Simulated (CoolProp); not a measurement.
Vapour-liquid equilibrium of carbon dioxide (1) + sulfur dioxide (2) at 282.6 K; x and y are mole fractions of (1).

Values from CoolProp's multi-fluid Helmholtz-energy mixture model, Span 1996 and Gao 2016; pair parameters Bell 2016.

Task: Give the bubble pressure and the first vapour's composition at x = 0.05, 0.35, 0.5. Is there an azeotrope?

Result: x = 0.05: 0.4583 MPa, y = 0.513; x = 0.35: 1.776 MPa, y = 0.888; x = 0.5: 2.352 MPa, y = 0.923. No azeotrope shows between x = 0.05 and 0.95.

The pair parameters rest on a limited set of measurements; away from them the model extrapolates. The gap from Raoult's law changes sign with composition, which may be real or a fault of the pair parameters; it wasn't checked against measurements.
